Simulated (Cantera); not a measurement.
## Diamond growth

A diamond (100) surface in a fixed gas of H2 with x(CH4) = 0.0028, x(H) = 0.00052, at 900 K, 69.0 Torr; coverages are run to steady state.

Cantera simulation using the Harris–Goodwin 1993 mechanism for the reconstructed diamond (100) surface; the numbers are that mechanism's predictions, not measurements.

| x(CH3) | growth (µm/h) | θ c6HH | θ c6H* | θ c6*H | θ c6** | θ c6HM |
|---|---|---|---|---|---|---|
| 1e-06 | 0.0279 | 0.692 | 0.0104 | 0.291 | 0.00414 | 0.00157 |
| 2.3e-06 | 0.0641 | 0.691 | 0.0104 | 0.290 | 0.00412 | 0.00361 |
| 5.5e-06 | 0.152 | 0.686 | 0.0103 | 0.289 | 0.00409 | 0.00857 |
| 1.3e-05 | 0.354 | 0.677 | 0.0102 | 0.284 | 0.00402 | 0.0199 |
| 3e-05 | 0.790 | 0.656 | 0.00984 | 0.275 | 0.00386 | 0.0445 |
| 7.1e-05 | 1.73 | 0.610 | 0.00915 | 0.256 | 0.00352 | 0.0973 |
| 0.00017 | 3.50 | 0.525 | 0.00783 | 0.219 | 0.00289 | 0.197 |
| 0.00039 | 6.00 | 0.404 | 0.00598 | 0.167 | 0.00202 | 0.338 |
| 0.00092 | 8.81 | 0.268 | 0.00389 | 0.109 | 0.00109 | 0.497 |
θ: site fractions in the mechanism's names (c6HH fully hydrogenated, c6H* and c6*H radical sites, c6** diradical, c6HM methylated).
